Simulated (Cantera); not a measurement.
## Pyrogenic steam for wet oxidation

A perfectly stirred reactor is fed with H₂ : O₂ : N₂ = 0.66 : 1 : 16 (molar parts), equivalence ratio 0.33, at 0.320 bar; it is held at 1048 K, and followed from long to short residence time.

Detailed kinetics in Cantera: GRI-Mech 3.0 (53 species, 325 reactions). The temperature is held fixed by assumption; the heat of reaction is taken as removed at once.

```json
[
 {"τ (s)": "0.38", "x H₂": "0.000332", "x O₂": "0.0388", "x OH": "5.46e-5", "x H₂O₂": "4.13e-7", "x H₂O": "0.0377", "x NO": "3.40e-8", "x NO₂": "2.29e-10"},
 {"τ (s)": "0.18", "x H₂": "0.000513", "x O₂": "0.0389", "x OH": "7.35e-5", "x H₂O₂": "4.90e-7", "x H₂O": "0.0375", "x NO": "4.44e-8", "x NO₂": "1.85e-10"},
 {"τ (s)": "0.081", "x H₂": "0.000805", "x O₂": "0.0390", "x OH": "0.000102", "x H₂O₂": "5.70e-7", "x H₂O": "0.0372", "x NO": "6.46e-8", "x NO₂": "1.57e-10"},
 {"τ (s)": "0.037", "x H₂": "0.00124", "x O₂": "0.0392", "x OH": "0.000142", "x H₂O₂": "6.45e-7", "x H₂O": "0.0367", "x NO": "9.62e-8", "x NO₂": "1.35e-10"},
 {"τ (s)": "0.017", "x H₂": "0.00189", "x O₂": "0.0394", "x OH": "0.000197", "x H₂O₂": "7.12e-7", "x H₂O": "0.0359", "x NO": "1.42e-7", "x NO₂": "1.15e-10"},
 {"τ (s)": "0.0079", "x H₂": "0.00286", "x O₂": "0.0399", "x OH": "0.000270", "x H₂O₂": "7.63e-7", "x H₂O": "0.0347", "x NO": "2.01e-7", "x NO₂": "9.62e-11"},
 {"τ (s)": "0.0036", "x H₂": "0.00435", "x O₂": "0.0406", "x OH": "0.000365", "x H₂O₂": "7.91e-7", "x H₂O": "0.0328", "x NO": "2.71e-7", "x NO₂": "7.85e-11"},
 {"τ (s)": "0.0017", "x H₂": "0.00649", "x O₂": "0.0417", "x OH": "0.000472", "x H₂O₂": "7.89e-7", "x H₂O": "0.0301", "x NO": "3.25e-7", "x NO₂": "6.20e-11"},
 {"τ (s)": "0.00077", "x H₂": "0.00990", "x O₂": "0.0434", "x OH": "0.000583", "x H₂O₂": "7.52e-7", "x H₂O": "0.0258", "x NO": "3.29e-7", "x NO₂": "4.38e-11"},
 {"τ (s)": "0.00035", "x H₂": "0.0151", "x O₂": "0.0461", "x OH": "0.000644", "x H₂O₂": "6.70e-7", "x H₂O": "0.0197", "x NO": "2.38e-7", "x NO₂": "2.51e-11"},
 {"τ (s)": "0.00016", "x H₂": "0.0230", "x O₂": "0.0500", "x OH": "0.000557", "x H₂O₂": "4.97e-7", "x H₂O": "0.0118", "x NO": "9.00e-8", "x NO₂": "9.11e-12"}
]
```
x: mole fraction; the columns are a selection and need not sum to one.
